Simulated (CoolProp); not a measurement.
Vapour-liquid equilibrium of acetone (1) + n-dodecane (2) at 382.7 K; x and y are mole fractions of (1).

Computed with CoolProp (multi-fluid Helmholtz-energy mixture model, Lemmon 2006 and Lemmon 2004; pair parameters Bell 2016).

| x | bubble pressure, mixture model (MPa) | bubble pressure, Raoult's law (MPa) | y, mixture model | y, Raoult's law |
|---|---|---|---|---|
| 0.05 | 0.03077 | 0.02662 | 0.901 | 0.888 |
| 0.125 | 0.08400 | 0.06183 | 0.965 | 0.956 |
| 0.2 | 0.1433 | 0.09704 | 0.980 | 0.974 |
| 0.275 | 0.1999 | 0.1323 | 0.987 | 0.983 |
| 0.35 | 0.2476 | 0.1675 | 0.990 | 0.988 |
| 0.425 | 0.2846 | 0.2027 | 0.991 | 0.991 |
| 0.5 | 0.3119 | 0.2379 | 0.992 | 0.993 |
| 0.575 | 0.3326 | 0.2731 | 0.993 | 0.995 |
| 0.65 | 0.3502 | 0.3083 | 0.994 | 0.996 |
| 0.725 | 0.3680 | 0.3435 | 0.995 | 0.997 |
| 0.8 | 0.3888 | 0.3787 | 0.996 | 0.998 |
| 0.875 | 0.4148 | 0.4140 | 0.997 | 0.999 |
| 0.95 | 0.4472 | 0.4492 | 0.999 | 1.000 |

The largest gap from Raoult's law is +51.1 % in bubble pressure, at x = 0.275. No azeotrope shows between x = 0.05 and 0.95.

Pair parameters are fitted to limited data, so mixtures are less certain than the pure fluids. The gap from Raoult's law changes sign with composition, which may be real or a fault of the pair parameters; it wasn't checked against measurements. With so large a gap from Raoult's law the liquid may split in two, which this calculation doesn't test in full.
